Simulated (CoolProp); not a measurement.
Saturation properties of CH3F (R41).

Values from CoolProp's reference Helmholtz-energy equation of state, Lemmon 2006. It is a short technical equation, of lower accuracy than the large ones.

| T (°C) | p (kPa) | liquid density (kg/m³) | vapour density (kg/m³) | enthalpy of vaporisation (kJ/kg) |
|---|---|---|---|---|
| -88.15 | 57.20 | 901.3 | 1.305 | 500.9 |
| -84.25 | 72.40 | 893.3 | 1.625 | 495.7 |
| -80.35 | 90.67 | 885.3 | 2.005 | 490.4 |
| -76.45 | 112.4 | 877.2 | 2.451 | 485.0 |
| -72.55 | 138.1 | 868.9 | 2.971 | 479.5 |
| -68.65 | 168.2 | 860.5 | 3.574 | 473.8 |
| -64.75 | 203.1 | 852.0 | 4.269 | 467.9 |
| -60.95 | 242.4 | 843.6 | 5.044 | 462.1 |
| -57.05 | 288.5 | 834.8 | 5.949 | 455.9 |
| -53.15 | 341.2 | 825.9 | 6.978 | 449.6 |
| -49.25 | 400.9 | 816.7 | 8.141 | 443.0 |
| -45.35 | 468.3 | 807.4 | 9.453 | 436.2 |
| -41.45 | 544.0 | 797.9 | 10.93 | 429.2 |
| -37.55 | 628.6 | 788.2 | 12.58 | 421.9 |
| -33.65 | 722.8 | 778.2 | 14.44 | 414.3 |

It boils at -78.4 °C under 1 atm.
